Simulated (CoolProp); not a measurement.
Aqueous potassium carbonate as a coolant, at 36 °C, 1 atm.

Computed with CoolProp (Melinder's fits for secondary coolants).

| mass % | freezing point (°C) | Prandtl number | viscosity (mPa s) | density (kg/m³) | cp (kJ/(kg K)) |
|---|---|---|---|---|---|
| 3.9 | -1.2 | 4.94 | 0.771 | 1029 | 3.977 |
| 7.8 | -2.7 | 5.29 | 0.857 | 1064 | 3.810 |
| 11.7 | -4.3 | 5.72 | 0.961 | 1100 | 3.656 |
| 15.7 | -6.3 | 6.24 | 1.09 | 1139 | 3.499 |
| 19.6 | -8.5 | 6.83 | 1.24 | 1178 | 3.347 |
| 23.5 | -11.5 | 7.54 | 1.42 | 1219 | 3.200 |
| 27.4 | -15.3 | 8.46 | 1.65 | 1261 | 3.066 |
| 31.3 | -20.5 | 9.69 | 1.95 | 1305 | 2.950 |
| 35.2 | -27.1 | 11.4 | 2.35 | 1349 | 2.851 |
